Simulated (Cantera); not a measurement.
# Premixed flame

A freely propagating, adiabatic, planar premixed flame of H2 : O2 : N2 = 1 : 0.455 : 1.71 (molar parts), equivalence ratio 1.1, unburnt at 350 K and 720000 Pa; unity-Lewis-number transport, grid criteria slope 0.08 and curve 0.16, no radiation.

Cantera simulation using the H2/O2 subset of GRI-Mech 3.0, which has no nitrogen chemistry; the numbers are that mechanism's predictions, not measurements. The hydrogen kinetics of GRI-Mech 3.0 are dated; newer H2 mechanisms differ, most at raised pressure. Unity Lewis numbers drop preferential diffusion, which matters most where H2 and H carry the flame. Burning velocities carry a grid error of a few per cent, more on coarse grids.

```json
[
 {"z (mm)": "-0.0937", "T (K)": "350", "u (m/s)": "2.19", "x H2": "0.316", "x O2": "0.144", "x H": "<1e-8", "x HO2": "8.48e-8", "x H2O2": "2.42e-8", "x O": "<1e-8"},
 {"z (mm)": "-0.0625", "T (K)": "350", "u (m/s)": "2.19", "x H2": "0.316", "x O2": "0.144", "x H": "<1e-8", "x HO2": "6.24e-7", "x H2O2": "1.78e-7", "x O": "<1e-8"},
 {"z (mm)": "-0.0469", "T (K)": "352", "u (m/s)": "2.20", "x H2": "0.316", "x O2": "0.144", "x H": "<1e-8", "x HO2": "2.97e-6", "x H2O2": "8.34e-7", "x O": "2.15e-8"},
 {"z (mm)": "-0.0312", "T (K)": "364", "u (m/s)": "2.28", "x H2": "0.314", "x O2": "0.143", "x H": "<1e-8", "x HO2": "2.78e-5", "x H2O2": "7.20e-6", "x O": "2.49e-7"},
 {"z (mm)": "-0.0156", "T (K)": "560", "u (m/s)": "3.46", "x H2": "0.294", "x O2": "0.132", "x H": "4.32e-6", "x HO2": "0.000499", "x H2O2": "6.33e-5", "x O": "1.84e-5"},
 {"z (mm)": "-0.00781", "T (K)": "977", "u (m/s)": "5.88", "x H2": "0.244", "x O2": "0.107", "x H": "0.00175", "x HO2": "0.000895", "x H2O2": "7.95e-5", "x O": "0.000329"},
 {"z (mm)": "0", "T (K)": "1471", "u (m/s)": "8.56", "x H2": "0.158", "x O2": "0.0658", "x H": "0.0168", "x HO2": "0.000375", "x H2O2": "1.91e-5", "x O": "0.00234"},
 {"z (mm)": "0.00781", "T (K)": "1782", "u (m/s)": "10.1", "x H2": "0.0910", "x O2": "0.0329", "x H": "0.0305", "x HO2": "0.000148", "x H2O2": "4.48e-6", "x O": "0.00464"},
 {"z (mm)": "0.0156", "T (K)": "1947", "u (m/s)": "10.9", "x H2": "0.0658", "x O2": "0.0187", "x H": "0.0295", "x HO2": "7.15e-5", "x H2O2": "2.96e-6", "x O": "0.00512"},
 {"z (mm)": "0.0312", "T (K)": "2111", "u (m/s)": "11.7", "x H2": "0.0540", "x O2": "0.0108", "x H": "0.0207", "x HO2": "3.36e-5", "x H2O2": "1.82e-6", "x O": "0.00389"},
 {"z (mm)": "0.0625", "T (K)": "2249", "u (m/s)": "12.3", "x H2": "0.0476", "x O2": "0.00657", "x H": "0.0122", "x HO2": "1.62e-5", "x H2O2": "1.16e-6", "x O": "0.00213"},
 {"z (mm)": "0.125", "T (K)": "2347", "u (m/s)": "12.7", "x H2": "0.0422", "x O2": "0.00371", "x H": "0.00700", "x HO2": "7.22e-6", "x H2O2": "7.47e-7", "x O": "0.00102"},
 {"z (mm)": "0.250", "T (K)": "2409", "u (m/s)": "13.0", "x H2": "0.0383", "x O2": "0.00188", "x H": "0.00409", "x HO2": "2.87e-6", "x H2O2": "4.41e-7", "x O": "0.000461"}
]
```
x: mole fraction of selected species; z is measured from the peak of heat release.

```
Item                         Result
------------------------  ---------
laminar burning velocity   219 cm/s
thermal thickness         0.0312 mm
peak x(H)                    0.0313
peak x(HO2)                0.000956
peak x(H2O2)                8.36e-5
peak x(O)                   0.00515
```
